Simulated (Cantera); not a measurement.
A closed system holds: 1 mol Si2H6, a varied amount of O2, 1 mol H2, equilibrated at 1150 K and 0.280 bar.

Method: chemical equilibrium by Gibbs-energy minimisation in Cantera with the NASA 1993 tables (ideal gas, pure condensed phases). Candidate condensed phases: H2O, Si, SiO2; 18 gas species. The feed counts by its element totals alone. Mutual solubility and eutectic melting of coexisting phases are not modelled. The tables hold silica as quartz up to 1696 K and as liquid above; real silica turns to tridymite and cristobalite and melts near 1996 K. Rates play no part.

Task: Which condensed phases are stable at each of these points (n(O2) (mol)): 0.098, 0.17, 0.29, 0.49, 0.85, 1.4, 2.5, 4.3, 7.3, 13, 21?

Result: 
```tsv
n(O2) (mol)	condensed phases	Si condensed (%)
0.098	Si(s) + SiO2(β-quartz)	100.0
0.17	Si(s) + SiO2(β-quartz)	100.0
0.29	Si(s) + SiO2(β-quartz)	100.0
0.49	Si(s) + SiO2(β-quartz)	100.0
0.85	Si(s) + SiO2(β-quartz)	100.0
1.4	Si(s) + SiO2(β-quartz)	100.0
2.5	SiO2(β-quartz)	100.0
4.3	SiO2(β-quartz)	100.0
7.3	SiO2(β-quartz)	100.0
13	SiO2(β-quartz)	100.0
21	SiO2(β-quartz)	100.0
```

From 0.098 mol O2 to 1.4 mol O2 the condensed part is Si(s) + SiO2(β-quartz). From 2.5 mol O2 to 21 mol O2 the condensed part is SiO2(β-quartz).
